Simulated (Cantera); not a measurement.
An adiabatic, constant-pressure homogeneous reactor starts with CH₄ : O₂ : N₂ : H₂O = 1 : 6.06 : 22.8 : 6.7 (molar parts), at 1400 K and 1000000 Pa. Integrator tolerance rtol = 1e-08.

Computed with Cantera and GRI-Mech 3.0 (53 species, 325 reactions).

Q: What does this change do: constant volume in place of constant pressure?

A: 
```json
[
 {"quantity": "time of steepest temperature rise", "before": "0.435 ms", "after": "0.414 ms"},
 {"quantity": "temperature at 3.00 s", "before": "1946 K", "after": "2074 K"},
 {"quantity": "equilibrium temperature", "before": "1944 K", "after": "2074 K"},
 {"quantity": "x(CH₄) at 3.00 s", "before": "<1e-12 (gas-phase equilibrium <1e-12)", "after": "<1e-12 (gas-phase equilibrium <1e-12)"},
 {"quantity": "x(O₂) at 3.00 s", "before": "0.109 (gas-phase equilibrium 0.109)", "after": "0.108 (gas-phase equilibrium 0.108)"},
 {"quantity": "x(H₂O) at 3.00 s", "before": "0.237 (gas-phase equilibrium 0.237)", "after": "0.237 (gas-phase equilibrium 0.237)"},
 {"quantity": "x(H₂O₂) at 3.00 s", "before": "3.82e-7 (gas-phase equilibrium 3.79e-7)", "after": "7.04e-7 (gas-phase equilibrium 7.04e-7)"},
 {"quantity": "x(NO) at 3.00 s", "before": "0.00347 (gas-phase equilibrium 0.00419)", "after": "0.00594 (gas-phase equilibrium 0.00594)"}
]
```
